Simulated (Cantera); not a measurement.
**C2H4 + CO2 + H2 (carbon deposition, reforming and gasification)**

Input: 1 mol C2H4, 0.056 mol CO2, a varied amount of H2, equilibrated at 1300 Pa.

Cantera equilibrium calculation (NASA polynomials, part measured and part estimated; ideal gas, pure solids and liquids). Candidate condensed phases: C, C6H6, C7H8, C8H18, H2O; 110 gas species. Kinetics and transport are ignored.

Stable condensed phases:

```
T in K \ n(H2) in mol
         0.58 0.99  1.7  2.9  4.9  8.3   14   24
   3023     A    A    A    A    A    B    B    B
   2873     A    A    A    A    A    A    A    B
   2723     A    A    A    A    A    A    A    A
   2573     A    A    A    A    A    A    A    A
   2423     A    A    A    A    A    A    A    A
   2273     A    A    A    A    A    A    A    A
   2123     A    A    A    A    A    A    A    A
   1973     A    A    A    A    A    A    A    A
   1823     A    A    A    A    A    A    A    A
```

A: C; B: gas only.
